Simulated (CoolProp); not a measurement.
CH3F (R41) along the isobar 28.5 MPa: density (kg/m³) from the reference equation and from simpler models built on Tc = 317.3 K, pc = 5.906 MPa, ω = 0.200; each cubic takes its own stable root.

The numbers come from the reference Helmholtz-energy equation of state, Lemmon 2006 in CoolProp. It is a short technical equation, of lower accuracy than the large ones.

```csv
T (K),phase,reference
264.8,liquid,784.3
278.7,liquid,756.0
292.7,liquid,726.3
306.7,liquid,695.5
320.6,supercritical,663.7
334.6,supercritical,630.5
348.6,supercritical,596.2
362.5,supercritical,561.3
376.5,supercritical,525.7
390.4,supercritical,490.6
```

**Question.** How far does each simpler model (Soave-Redlich-Kwong, Peng-Robinson) lie from the reference over these 10 states: mean and median of the absolute difference, and the worst?

**Answer.** 
- Soave-Redlich-Kwong: mean 20.4 %, median 20.5 %, worst -20.9 % at 362.5 K and 28.5 MPa
- Peng-Robinson: mean 11.8 %, median 11.7 %, worst -13.7 % at 390.4 K and 28.5 MPa
